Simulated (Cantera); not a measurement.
**Carbothermic reduction: TiO₂ + CO**

Input: 1 mol TiO₂, 6.4 mol CO, equilibrated at 2123 K and 10.0 Torr.

These are equilibrium values from Cantera (NASA tables, ideal gas, pure condensed phases), not measurements of a reactor. Candidate condensed phases: C, Ti, TiC, TiO, TiO₂, Ti₂O₃, Ti₃O₅, Ti₄O₇; 15 gas species. Condensed phases not in the tables: Magnéli phases beyond Ti₄O₇. Rates play no part.

The x(CO) is 0.961, the x(CO₂) comes out as 0.0390 and the x(TiO₂) is 8.21e-5. The x(O) is 1.73e-5, the x(TiO) is 7.93e-6 and the x(O₂) comes out as 1.50e-6. The n(Ti₄O₇(l)) comes out as 0.250 mol. The gas amount comes out as 6.401 mol and the log10 activity of Ti₃O₅(l) (absent) is -0.19. The log10 activity of Ti₂O₃(l) (absent) is -0.76 and the log10 activity of C(graphite) (absent) is -5.33.
